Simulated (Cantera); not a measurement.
An adiabatic, constant-volume homogeneous reactor starts with CH4 : C2H6 : O2 : N2 : CO2 = 1 : 0.13 : 6.64 : 24.9 : 1.3 (molar parts), equivalence ratio 0.37, at 1525 K and 1.10 bar. Integrator tolerance rtol = 1e-08.

Computed with Cantera and GRI-Mech 3.0 (53 species, 325 reactions).

Q: What does this change do: pressure from 1.10 bar to 1.01 bar?

A: 
| quantity | before | after |
|---|---|---|
| time of steepest temperature rise | 0.142 ms | 0.150 ms |
| temperature at 0.200 s | 2365 K | 2363 K |
| equilibrium temperature | 2365 K | 2363 K |
| x(CH4) at 0.200 s | <1e-12 (gas-phase equilibrium <1e-12) | <1e-12 (gas-phase equilibrium <1e-12) |
| x(C2H6) at 0.200 s | <1e-12 (gas-phase equilibrium <1e-12) | <1e-12 (gas-phase equilibrium <1e-12) |
| x(O2) at 0.200 s | 0.115 (gas-phase equilibrium 0.115) | 0.115 (gas-phase equilibrium 0.115) |
| x(HCO) at 0.200 s | 1.84e-10 (gas-phase equilibrium 1.84e-10) | 1.84e-10 (gas-phase equilibrium 1.84e-10) |
| x(H) at 0.200 s | 0.000218 (gas-phase equilibrium 0.000218) | 0.000229 (gas-phase equilibrium 0.000229) |
| x(H2) at 0.200 s | 0.000447 (gas-phase equilibrium 0.000447) | 0.000461 (gas-phase equilibrium 0.000461) |
| x(CH2) at 0.200 s | <1e-12 (gas-phase equilibrium <1e-12) | <1e-12 (gas-phase equilibrium <1e-12) |

Q: What does this change do: CO2 1.3 to 0.49 parts?

A: 
```tsv
quantity	before	after
time of steepest temperature rise	0.142 ms	0.138 ms
temperature at 0.200 s	2365 K	2395 K
equilibrium temperature	2365 K	2395 K
x(CH4) at 0.200 s	<1e-12 (gas-phase equilibrium <1e-12)	<1e-12 (gas-phase equilibrium <1e-12)
x(C2H6) at 0.200 s	<1e-12 (gas-phase equilibrium <1e-12)	<1e-12 (gas-phase equilibrium <1e-12)
x(O2) at 0.200 s	0.115 (gas-phase equilibrium 0.115)	0.117 (gas-phase equilibrium 0.117)
x(HCO) at 0.200 s	1.84e-10 (gas-phase equilibrium 1.84e-10)	1.82e-10 (gas-phase equilibrium 1.82e-10)
x(H) at 0.200 s	0.000218 (gas-phase equilibrium 0.000218)	0.000273 (gas-phase equilibrium 0.000273)
x(H2) at 0.200 s	0.000447 (gas-phase equilibrium 0.000447)	0.000529 (gas-phase equilibrium 0.000529)
x(CH2) at 0.200 s	<1e-12 (gas-phase equilibrium <1e-12)	<1e-12 (gas-phase equilibrium <1e-12)
```
